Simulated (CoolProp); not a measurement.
Methane along the isobar 5370 kPa: density (kg/m³) from the reference equation and from simpler models built on Tc = -82.6 °C, pc = 4599 kPa, ω = 0.011; each cubic takes its own stable root.

The numbers come from the reference Helmholtz-energy equation of state, Setzmann 1991 in CoolProp.

```csv
T (°C),phase,reference,van der Waals,Redlich-Kwong
-87.15,liquid,273.1,194.3,[?]
-53.35,supercritical,[?],[?],[?]
-19.55,supercritical,49.03,[?],49.14
14.25,supercritical,40.15,41.10,40.27
48.05,supercritical,34.48,[?],34.60
81.85,supercritical,30.42,31.05,30.53
115.65,supercritical,27.32,27.84,27.43
149.45,supercritical,24.86,25.29,24.96
183.25,supercritical,22.83,23.20,22.93
216.95,supercritical,21.14,21.45,21.23
250.75,supercritical,19.69,19.96,19.78
```

Problem. Some entries are withheld; supply them.

Solution. 
- -87.15, Redlich-Kwong: 241.9
- -53.35, reference: 67.39
- -53.35, van der Waals: 68.65
- -53.35, Redlich-Kwong: 67.38
- -19.55, van der Waals: 50.19
- 48.05, van der Waals: 35.25
